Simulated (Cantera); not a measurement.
An isothermal plug-flow reactor at 1073 K and 1.30 bar (inlet), inlet velocity 0.5 m/s, active area per volume 1000 1/m; feed CH4 : O2 : N2 : H2O = 0.023 : 0.012 : 0.79 : 0.016 (molar parts), equivalence ratio 3.8.

Cantera simulation using Deutschmann's 1995 Pt surface mechanism with GRI-Mech 3.0 gas chemistry; the numbers are that mechanism's predictions, not measurements. Catalytic surfaces can have several steady states; this one follows from the mechanism file's or the stated starting coverage. Mass transfer to the wall is taken as infinitely fast.

x: gas mole fraction; θ: surface coverage.

| z (m) | x CH4 | x O2 | x H2O | x CO2 | x CO | θ free Pt | θ H* | θ CO* | θ C* |
|---|---|---|---|---|---|---|---|---|---|
| 0.00088 | 0.0155 | ___ | 0.0318 | 6.00e-5 | 0.0114 | 0.165 | 0.00262 | 0.00843 | 0.824 |
| 0.0016 | 0.0149 | ___ | 0.0319 | 5.99e-5 | 0.0121 | 0.115 | 0.00231 | 0.00436 | 0.878 |
| 0.0028 | 0.0144 | ___ | 0.0319 | 5.99e-5 | 0.0126 | 0.0830 | 0.00203 | 0.00234 | 0.913 |
| 0.0049 | 0.0140 | ___ | 0.0319 | 5.99e-5 | 0.0130 | 0.0600 | 0.00178 | 0.00126 | 0.937 |
| 0.0088 | 0.0136 | ___ | 0.0318 | 5.99e-5 | 0.0133 | 0.0429 | 0.00154 | 0.000659 | 0.955 |
| 0.016 | 0.0134 | ___ | 0.0318 | 5.98e-5 | 0.0136 | 0.0306 | 0.00133 | 0.000341 | 0.968 |
| 0.028 | 0.0131 | ___ | 0.0318 | 5.98e-5 | 0.0138 | 0.0223 | 0.00115 | 0.000185 | 0.976 |
| 0.049 | 0.0130 | ___ | 0.0317 | 5.98e-5 | 0.0139 | 0.0163 | 0.000997 | 0.000100 | 0.983 |
| 0.088 | 0.0128 | ___ | 0.0317 | 5.98e-5 | 0.0141 | 0.0118 | 0.000857 | 5.29e-5 | 0.987 |

Fill in the missing entries.


- 0.00088, x O2: 0.00185
- 0.0016, x O2: 0.00146
- 0.0028, x O2: 0.00119
- 0.0049, x O2: 0.000996
- 0.0088, x O2: 0.000837
- 0.016, x O2: 0.000711
- 0.028, x O2: 0.000617
- 0.049, x O2: 0.000541
- 0.088, x O2: 0.000475
